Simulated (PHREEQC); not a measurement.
# Metal-bearing waste water (model solution)

A solution holds 0.0044 mol/kgw FeCl3, 0.0039 mol/kgw NaHCO3 and 0.0074 mol/kgw NaCl, at 45 °C. Closed to the air; pH follows from the charge balance.

Model: ion-association model, phreeqc.dat, run in PHREEQC.

Each row changes one thing in this solution. This is a speciation only: nothing precipitates in the calculation.

```
case                                     pH  ionic strength (mol/kgw)  HCO3- (mol/kgw)  (CO2)2 (mol/kgw)  NaHCO3 (mol/kgw)  SI of Halite (NaCl)
-------------------------------------  ----  ------------------------  ---------------  ----------------  ----------------  -------------------
as made                                2.99                    0.0256          2.27e-6           5.05e-7           9.49e-9                -5.36
NaCl left out                          2.96                    0.0181          2.09e-6           5.04e-7           3.15e-9                -6.00
NaHCO3 from 0.0039 to 0.00351 mol/kgw  2.92                    0.0259          1.75e-6               [?]               [?]                -5.38
temperature from 45 to 80 °C           2.76                    0.0238          1.22e-6           1.06e-6           4.30e-9                -5.39
FeCl3 left out                         8.06                    0.0113          0.00377          1.08e-10           1.72e-5                -5.76
```

Fill in the missing entries.


- NaHCO3 from 0.0039 to 0.00351 mol/kgw, (CO2)2 (mol/kgw): 4.09e-7
- NaHCO3 from 0.0039 to 0.00351 mol/kgw, NaHCO3 (mol/kgw): 7.07e-9

Species that the database lacks are ignored. Some of these states are supersaturated (in Hematite (slow to form), Goethite (slow to form), for instance). Away from 25 °C the constants follow the database's enthalpies or fits; those with neither stay at their 25 °C values.
